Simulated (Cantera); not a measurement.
# Equilibrium for boron, boron nitride and boron oxide: B2O3 + H2O + H2 + NH3

Feed: 1 mol B2O3, 1.9 mol H2O, 110 mol H2, 7.3 mol NH3, held at 0.000130 bar.

Method: chemical equilibrium by Gibbs-energy minimisation in Cantera with the NASA 1993 tables (ideal gas, pure condensed phases). Candidate condensed phases: B, BN, B2O3, B3O3H3, H2O; 39 gas species. Rates play no part.

```
T (K)   x H2       x H    x N2    x H2O    x HBO2      x BO       x O      x OH  n B2O3(l)
-----  -----  --------  ------  -------  --------  --------  --------  --------  ---------
1098   0.955   2.12e-6  0.0288   0.0141   0.00176  2.57e-10    <1e-12  1.38e-10      0.888
1198   0.952   1.63e-5  0.0287   0.0112   0.00751   2.48e-8    <1e-12   1.52e-9      0.513
1298   0.948   9.15e-5  0.0286  0.00780    0.0144   7.83e-7    <1e-12   9.75e-9          0
1398   0.948  0.000404  0.0286  0.00816    0.0139   5.81e-6  2.66e-11   6.86e-8          0
1498   0.946   0.00147  0.0286  0.00864    0.0133   3.19e-5  5.10e-10   3.80e-7          0
1598   0.943   0.00453  0.0286  0.00925    0.0126  0.000136   6.93e-9   1.73e-6          0
1698   0.934    0.0123  0.0284   0.0101    0.0117  0.000461   7.14e-8   6.79e-6          0
1798   0.916    0.0296  0.0282   0.0111    0.0105   0.00126   5.90e-7   2.36e-5          0
1898   0.881    0.0643  0.0277   0.0125   0.00880   0.00278   4.10e-6   7.46e-5          0
1998   0.818     0.127  0.0267   0.0138   0.00670   0.00494   2.44e-5  0.000214          0
2098   0.717     0.229  0.0252   0.0145   0.00446   0.00713  0.000125  0.000550          0
2198   0.578     0.371  0.0231   0.0137   0.00253   0.00864  0.000550   0.00123          0
2298   0.413     0.540  0.0207   0.0106   0.00118   0.00918   0.00199   0.00223          0
2398   0.257     0.701  0.0183  0.00569  0.000401   0.00904   0.00519   0.00284          0
```
x: gas mole fraction; n: condensed amount in mol.

From 1098 K to 1198 K the condensed part is B2O3(l). From 1298 K to 2398 K nothing is condensed. The main B-bearing gas is HBO2 at 1098 K and BO at 2398 K.
